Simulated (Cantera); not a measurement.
Cantera run, input and output.

```python
import numpy as np
import cantera as ct

gas = ct.Solution("gri30.yaml")


def delay(T, t_max=10):
    gas.TPX = T, 440000, {'CH4': 1, 'O2': 1.43, 'N2': 5.37}
    reactor = ct.IdealGasReactor(gas, clone=False)
    net = ct.ReactorNet([reactor])
    net.rtol, net.atol = 1e-8, 1e-16
    while net.time < t_max:
        t_old, T_old = net.time, reactor.T
        net.step()
        if reactor.T > T + 400:  # ignition: a rise of 400 K
            return t_old + (T + 400 - T_old) / (reactor.T - T_old) * (net.time - t_old)
    return np.nan


taus = []
for T in [1100, 1150, 1200, 1250, 1300, 1350, 1400]:
    taus.append(delay(T))
    print(f"T0 = {T:6g} K   tau = {taus[-1]:.4e} s")
```

Result:

```
T0 =   1100 K   tau = 5.1447e-02 s
T0 =   1150 K   tau = 2.5310e-02 s
T0 =   1200 K   tau = 1.2880e-02 s
T0 =   1250 K   tau = 6.7633e-03 s
T0 =   1300 K   tau = 3.6565e-03 s
T0 =   1350 K   tau = 2.0299e-03 s
T0 =   1400 K   tau = 1.1545e-03 s
```

Detailed kinetics in Cantera: GRI-Mech 3.0 (53 species, 325 reactions).
